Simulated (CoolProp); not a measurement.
A single-stage vapour-compression cycle with the fluid: evaporating at 252.15 K (dew point), condensing at 281.15 K (bubble point), superheat 8 K, subcooling 8 K, compressor efficiency 0.75, no pressure losses. The same conditions are run with several fluids, on thermodynamics alone (safety and materials aside).

Computed with CoolProp (reference Helmholtz-energy equation of state of each fluid (R13: Platzer 1990; R125: Lemmon 2005; R1336mzz(E): Akasaka 2023; R152A: Outcalt 1996; propylene: Lemmon 2013; hydrogen sulfide: Lemmon 2006)). The equations of Platzer and Polt are older, rougher fits.

Rank R13, R125, R1336mzz(E), R152A, propylene, hydrogen sulfide by cooling COP, highest first.

R1336mzz(E) (6.18), R152A (6.10), propylene (6.03), R125 (5.95), hydrogen sulfide (5.82), R13 (5.32)

```tsv
fluid	pressure ratio	discharge temperature (K)	refrigerating effect (kJ/kg)	volumetric capacity (kJ/m³)
R13	2.17	302.0	93.6	6160
R125	2.64	296.1	129	2540
R1336mzz(E)	3.84	292.5	149	304
R152A	3.02	313.5	300	1110
propylene	2.50	307.3	369	2270
hydrogen sulfide	2.46	343.4	461	4100
```
